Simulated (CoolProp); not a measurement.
Vapour-liquid equilibrium of R22 (1) + dimethyl ether (2) at 0.0109 MPa; x and y are mole fractions of (1).

Values from CoolProp's multi-fluid Helmholtz-energy mixture model, Kamei 1995 and Wu 2011; pair parameters Bell 2016.

| x | bubble temperature (°C) | y at the bubble point | dew temperature at overall composition x (°C) | liquid density (mol/L) |
|---|---|---|---|---|
| 0.05 | -65.9 | 0.034 | -65.8 | 17.16 |
| 0.15 | -65.4 | 0.120 | -65.3 | 17.21 |
| 0.25 | -65.1 | ? | -65.1 | 17.25 |
| 0.35 | -65.3 | 0.397 | ? | ? |
| 0.45 | -66.2 | 0.574 | -65.5 | 17.35 |
| 0.55 | -68.0 | 0.742 | -66.0 | 17.41 |
| 0.65 | -70.6 | 0.870 | -66.9 | 17.48 |
| 0.75 | -73.5 | 0.946 | ? | 17.54 |
| 0.85 | -76.3 | 0.983 | -70.1 | ? |
| 0.95 | -78.5 | 0.997 | -73.8 | 17.56 |

Task: Some entries are withheld; supply them.

Result: 
- 0.25, y at the bubble point: 0.241
- 0.35, dew temperature at overall composition x (°C): -65.2
- 0.35, liquid density (mol/L): 17.29
- 0.75, dew temperature at overall composition x (°C): -68.1
- 0.85, liquid density (mol/L): 17.57

y crosses x between x = 0.25 and 0.35: the model has an azeotrope there.

Pair parameters are fitted to limited data, so mixtures are less certain than the pure fluids.
